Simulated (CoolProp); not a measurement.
Saturated liquid density (kg/m³) of p-xylene: the reference equation beside estimates from Tc = 616.2 K, pc = 3532 kPa, ω = 0.324. Rackett uses Z = 0.29056 − 0.08775 ω.

Values from CoolProp's reference Helmholtz-energy equation of state, Zhou 2012.

```
T (K)  reference  Rackett  van der Waals  Redlich-Kwong  Soave-Redlich-Kwong  Peng-Robinson
-----  ---------  -------  -------------  -------------  -------------------  -------------
363        799.1    788.7          454.4          669.8                696.2          785.0
377.1          …        …          447.4          657.6                685.4          773.5
391.2      772.8    761.9          440.1          645.0                    …          761.2
405.3      759.1    748.1          432.5          631.7                661.9          748.1
419.4      745.1    733.8          424.6          617.8                649.0          734.2
433.5      730.6    719.0          416.4          603.3                635.4          719.3
447.6      715.6    703.7          407.8          588.0                620.8          703.3
461.7      700.0        …          398.9          571.9                605.3          686.2
475.8      683.7    671.3          389.4          555.0                588.6          667.6
489.9      666.6    654.0          379.4          537.0                570.7          647.6
```

Problem. Complete the blanks.

Solution. 
- 377.1, reference: 786.1
- 377.1, Rackett: 775.5
- 391.2, Soave-Redlich-Kwong: 674.0
- 461.7, Rackett: 687.9

Absolute difference from the reference over all 10 rows, mean and median: Rackett 1.6 and 1.6 %, van der Waals 43.0 and 43.0 %, Redlich-Kwong 17.5 and 17.3 %, Soave-Redlich-Kwong 13.2 and 13.0 %, Peng-Robinson 1.8 and 1.7 %.
